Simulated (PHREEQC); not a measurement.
# Brine

A solution holds 2.1 mol H2SO4, 0.054 mol MgSO4 and 0.083 mol MgCl2 per kg of water, at 25 °C. Closed to the air; pH follows from the charge balance.

Equilibrium calculation in PHREEQC: Pitzer model, pitzer.dat.

```json
{
 "pH": "-0.74",
 "ionic_strength": "3.52 mol/kgw",
 "activity_of_water": "0.897",
 "density": "1.126 g/cm³",
 "osmotic_coefficient": "1.199",
 "total_alkalinity": "-4200 meq/kg"
}
```

| species | molality | activity | log γ |
|---|---|---|---|
| H+ | 2.58 | 5.50 | 0.329 |
| HSO4- | 1.62 | 1.23 | -0.120 |
| SO4-2 | 0.532 | 0.00235 | -2.355 |
| Cl- | 0.166 | 0.0951 | -0.242 |
| Mg+2 | 0.137 | 0.243 | 0.250 |

Precipitation was switched off in this run. Species that the database lacks are ignored. In brines, pH and single-ion activities rest on the MacInnes convention.
